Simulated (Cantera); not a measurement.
A closed system holds: 1 mol Si, 0.003 mol O₂, 80 mol H₂, a varied amount of N₂O, at 1752 °C and 9.40e-6 bar.

Equilibrium computed with Cantera from the NASA thermochemical tables; the gas is ideal and each condensed phase is pure. Candidate condensed phases: H₂O, Si, SiO₂, Si₂N₂O, Si₃N₄; 35 gas species. Rates play no part.

Task: At 3.1 mol N₂O, list the 4 most abundant gas species with their mole fractions, and the condensed phases.

Result: H₂ 0.499, H 0.444, N₂ 0.0286, H₂O 0.0168. Condensed: gas only.
